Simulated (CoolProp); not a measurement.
A simple Rankine cycle with tetrahydrofuran: condensing at 298.15 K, boiler at 0.331 MPa, turbine inlet 420.8 K, turbine efficiency 0.65, pump efficiency 0.6, no recuperator. Each further row changes one setting.

Model: reference Helmholtz-energy equation of state, Fiedler 2023, in CoolProp.

```tsv
case	thermal efficiency (%)	net work (kJ/kg)	heat in (kJ/kg)	turbine exit temperature (K)	volume ratio over the turbine
as stated	12.5	74.7	600	364.3	13.9
turbine inlet 440.8 K	12.5	79.1	…	…	13.9
condensing temperature 290.15 K	13.6	83.6	614	357.5	19.6
boiler pressure 0.232 MPa	11.0	66.6	602	372.2	…
turbine efficiency 0.55	10.5	…	600	…	14.2
```

Complete the blanks.


- turbine inlet 440.8 K, heat in (kJ/kg): 633
- turbine inlet 440.8 K, turbine exit temperature (K): 384.8
- boiler pressure 0.232 MPa, volume ratio over the turbine: 9.77
- turbine efficiency 0.55, net work (kJ/kg): 63.2
- turbine efficiency 0.55, turbine exit temperature (K): 372.9
